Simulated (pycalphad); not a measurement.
CALPHAD calculation (pycalphad, COST 507 light-alloy database (1999)), 1 atm. These are 1990s assessments: newer ones move some temperatures and phases. Amounts are mole fractions of atoms. Diffusion is slow at the low end, where real alloys seldom reach equilibrium.

Question: Give the equilibrium state of Ti-5.676Hf-1.06B (wt.%) at 1725 K.

Answer: bcc, fraction 0.909, with 6.0 Hf, 0.05 B wt.%; BM, fraction 0.091, with 0.94 Hf, 18.3 B wt.%.

Question: Give the equilibrium state of Ti-5.676Hf-1.06B (wt.%) at 600 K.

Answer: 
```
T = 600.00 K, P = 101325 Pa, N = 1 mol of atoms
G = -28937 J/mol, H = 465 J/mol, S = 49.00 J/(mol K)  (SER reference)
chemical potentials (J/mol): Ti -21640, Hf -42575, B -169448
phase             fraction      x(Ti)      x(Hf)       x(B)
HCP_A3              0.9059     0.9830     0.0169   0.000162
BM                  0.0941     0.4996    0.00036     0.5000
```

Database names, with the compositions (at.%) that they take in these runs: BM: Ti 50 B 50. HCP_A3 is hcp.
